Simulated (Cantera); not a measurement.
Predominance diagram of Ta at 602 °C against the partial pressures of O2 and CO (log10, bar). Standard-state values (1 bar) from the NASA 1993 polynomials, evaluated with Cantera. Candidates: Ta(s), TaC(s), Ta2O5(s). Only these pure phases compete in this equilibrium. TaC: taken at fixed stoichiometry. Not in the tables: Ta2C.

```
log p(CO) \ log p(O2)
        columns: -49, -46.7, -44.5, -42.2, -39.9, -37.6, -35.4, -33.1, -30.8, -28.5, -26.3, -24, -21.7, -19.5, -17.2, -14.9, -12.6, -10.4, -8.1, -5.8, -3.5, -1.3, 1
      0  A A A A A A A A A A A A A A A A A A A A A A A
   -1.8  A A A A A A A A A A A B B B A A A A A A A A A
   -3.5  A A A A A A A A A B B B B B B A A A A A A A A
   -5.2  A A A A A A A A B B B B B B B B B A A A A A A
     -7  A A A A A A C B B B B B B B B B B B A A A A A
   -8.8  A A A A C C C B B B B B B B B B B B B B A A A
  -10.5  A A A C C C B B B B B B B B B B B B B B B A A
  -12.2  A C C C C C B B B B B B B B B B B B B B B B B
    -14  C C C C C B B B B B B B B B B B B B B B B B B
```

A: out of reach (another gas would pass 10 bar, or a non-metal would condense); B: Ta2O5(s); C: TaC(s).
